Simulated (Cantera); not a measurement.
A closed system holds: 1 mol Ta2O5, 8.9 mol CO, held at 1450 K and 1000 Pa.

These are equilibrium values from Cantera (NASA tables, ideal gas, pure condensed phases), not measurements of a reactor. Candidate condensed phases: C, Ta, TaC, Ta2O5; 15 gas species. Mutual solubility and eutectic melting of coexisting phases are not modelled. TaC: taken at fixed stoichiometry. Condensed phases not in the tables: Ta2C. Kinetics and transport are ignored.

Base state: CO 0.999, CO2 0.000559 (mole fractions); condensed: TaC(s) + Ta2O5(s).

Problem. What changes in the equilibrium state with this change: temperature from 1450 K to 950 K?

Solution. 
```tsv
species	before	after
CO	0.999	0.984
CO2	0.000559	0.0162
TaC(s), mol	0.00142	0
Ta2O5(s), mol	0.999	1.00
C(graphite), mol	0	0.142
```

Problem. What changes in the equilibrium state with this change: temperature from 1450 K to 2323.15 K?

Solution. 
```json
[
 {"species": "CO", "before": "0.999", "after": "0.992"},
 {"species": "TaO2", "before": "<1e-9", "after": "0.00502"},
 {"species": "CO2", "before": "0.000559", "after": "0.00300"},
 {"species": "TaO", "before": "<1e-9", "after": "0.000339"},
 {"species": "O", "before": "<1e-9", "after": "2.30e-5"},
 {"species": "TaC(s), mol", "before": "0.00142", "after": "0"},
 {"species": "Ta2O5(s), mol", "before": "0.999", "after": "0"},
 {"species": "Ta2O5(l), mol", "before": "0", "after": "0.976"}
]
```

Problem. What changes in the equilibrium state with this change: pressure from 1000 Pa to 240000 Pa?

Solution. 
```tsv
species	before	after
CO	0.999	0.997
CO2	0.000559	0.00267
TaC(s), mol	0.00142	0.00679
Ta2O5(s), mol	0.999	0.997
```
